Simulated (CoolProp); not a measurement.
Vapour-liquid equilibrium of acetone (1) + n-heptane (2) at 0.492 MPa; x and y are mole fractions of (1).

The numbers come from the multi-fluid Helmholtz-energy mixture model, Lemmon 2006 and Span 2003; pair parameters Bell 2016 in CoolProp.

Task: Give the bubble temperature and the first vapour's composition at x = 0.45, 0.65, 0.85. Is there an azeotrope?

Result: x = 0.45: 119.0 °C, y = 0.725; x = 0.65: 114.5 °C, y = 0.800; x = 0.85: 111.9 °C, y = 0.886. No azeotrope shows between x = 0.05 and 0.95.

The pair parameters rest on a limited set of measurements; away from them the model extrapolates.
